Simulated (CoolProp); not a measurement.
Vapour-liquid equilibrium of R22 (1) + R11 (2) at 19.8 kPa; x and y are mole fractions of (1).

The numbers come from the multi-fluid Helmholtz-energy mixture model, Kamei 1995 and Jacobsen 1992; pair parameters Bell 2016 in CoolProp.

| x | bubble temperature (°C) | y at the bubble point | dew temperature at overall composition x (°C) | liquid density (mol/L) |
|---|---|---|---|---|
| 0.05 | -33.5 | 0.637 | -16.4 | 11.87 |
| 0.15 | -48.8 | 0.873 | -18.6 | 12.48 |
| 0.25 | -55.5 | 0.928 | -20.9 | 12.98 |
| 0.35 | -59.4 | 0.950 | -23.6 | 13.46 |
| 0.45 | -61.9 | 0.963 | -26.6 | 13.96 |
| 0.55 | -63.9 | 0.972 | -30.0 | 14.47 |
| 0.65 | -65.5 | 0.979 | -34.1 | 15.02 |
| 0.75 | -67.0 | 0.985 | -39.4 | 15.60 |
| 0.85 | -68.4 | 0.991 | -46.6 | 16.22 |
| 0.95 | -69.8 | 0.997 | -59.3 | 16.90 |

No azeotrope shows between x = 0.05 and 0.95.

The pair parameters rest on a limited set of measurements; away from them the model extrapolates.
